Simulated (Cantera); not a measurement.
A perfectly stirred reactor is fed with 2.75 % C₂H₄, 16.1 % O₂, 80.7 % N₂, 0.357 % CO₂, at 130000 Pa; it is adiabatic with a 675 K inlet, and is followed from long to short residence time, starting on the burning branch (τ in s: 0.031, 0.019, 0.011, 0.0064, 0.0038, 0.0022, 0.0013, 0.00077, 0.00046, 0.00027, 0.00016, 9.3e-05).

Cantera simulation using GRI-Mech 3.0 (53 species, 325 reactions); the numbers are that mechanism's predictions, not measurements. GRI-Mech 3.0 was tuned for natural gas; its chemistry of ethylene as a main component is partial and can be far from experiment.

Problem. Predict: blow-out, bracketed by the residence times tried; x(C₂H₄) at τ = 31.0 ms; x(O₂) at τ = 31.0 ms; x(CH₂CO) at τ = 31.0 ms; x(C₂H₂) at τ = 31.0 ms; x(HO₂) at τ = 31.0 ms; x(C₂H₄) at τ = 1.30 ms; x(O₂) at τ = 1.30 ms; x(CH₂CO) at τ = 1.30 ms; x(C₂H₂) at τ = 1.30 ms; x(HO₂) at τ = 1.30 ms.

Solution. 
```
Quantity                                                                       Result
------------------------------------------------  -----------------------------------
blow-out, bracketed by the residence times tried  burning at 0.160 ms, out at 93.0 µs
x(C₂H₄) at τ = 31.0 ms                                                        1.01e-5
x(O₂) at τ = 31.0 ms                                                           0.0791
x(CH₂CO) at τ = 31.0 ms                                                       6.67e-6
x(C₂H₂) at τ = 31.0 ms                                                        1.92e-6
x(HO₂) at τ = 31.0 ms                                                         3.31e-6
x(C₂H₄) at τ = 1.30 ms                                                        6.07e-5
x(O₂) at τ = 1.30 ms                                                           0.0809
x(CH₂CO) at τ = 1.30 ms                                                       3.97e-5
x(C₂H₂) at τ = 1.30 ms                                                        4.46e-6
x(HO₂) at τ = 1.30 ms                                                         1.84e-5
```
